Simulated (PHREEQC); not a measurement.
3.1 g of hydrous ferric oxide (600 m²/g; 0.2 weak and 0.005 strong sites per Fe, Dzombak-Morel constants, diffuse double layer) in 1 kg of water with 0.3 mol/kgw of an inert sodium salt and 0.09 mmol/kgw MgCl2, at 25 °C; the pH is set by adding NaOH or the inert anion's acid. O2 is buffered at 0.21 atm. No CO2 enters from the air. Nothing may precipitate in this run.

The series has 17 steps of pH, from 3 to 11.

Model: ion-association model, wateq4f.dat, run in PHREEQC.

### Question
Near which pH is half of the Mg sorbed, and on which side is more sorbed?

### Answer
Near pH 7.7, with more sorbed at higher pH.

The oxide is taken as insoluble; below pH 4 it would dissolve.
